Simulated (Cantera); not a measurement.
Input: 1 mol BN, 0.1 mol N₂, equilibrated at 2275 K and 100 Torr.

Equilibrium computed with Cantera from the NASA thermochemical tables; the gas is ideal and each condensed phase is pure. Candidate condensed phases: B, BN; 5 gas species. Equilibrium is a limit: real reactors are often held back by kinetics, nucleation or transport.

Base state: N₂ 1.000 (mole fractions); condensed: BN(s).

Problem. What changes in the equilibrium state with this change: temperature from 2275 K to 2573.15 K?

Solution. 
| species | before | after |
|---|---|---|
| N₂ | 1.000 | 0.999 |
| B | 9.99e-6 | 0.00128 |
| BN | 2.12e-6 | 0.000160 |
| BN(s), mol | 1.000 | 0 |
| B(l), mol | 0 | 0.999 |
